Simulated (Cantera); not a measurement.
Input: 1 mol Fe2O3, 0.78 mol C, 1.6 mol H2, 4.1 mol CO, equilibrated at 2425 K and 0.000220 bar.

Method: chemical equilibrium by Gibbs-energy minimisation in Cantera with the NASA 1993 tables (ideal gas, pure condensed phases). Candidate condensed phases: C, C6H6, C7H8, C8H18, Fe, Fe(CO)5, FeO, Fe(OH)2, Fe(OH)3, Fe2O3, Fe3O4, H2O; 114 gas species. Equilibrium is a limit: real reactors are often held back by kinetics, nucleation or transport.

Base state: CO 0.414, H 0.196, Fe 0.180, O 0.0934, CO2 0.0351, H2 0.0264, O2 0.0196, OH 0.0189 (mole fractions); condensed: gas only.

Task: What changes in the equilibrium state with this change: Fe2O3 replaced by Cu2O?

Result: 
```csv
species,before,after
CO,0.414,0.494
H,0.196,0.240
Cu,0,0.204
Fe,0.180,0
O,0.0934,0.0115
O2,0.0196,0.000295
CO2,0.0351,0.00514
OH,0.0189,0.00283
H2O,0.0134,0.00247
H2,0.0264,0.0396
FeO,0.00419,0
```
Further candidate phases: Cu, CuO, Cu(OH)2, Cu2O.
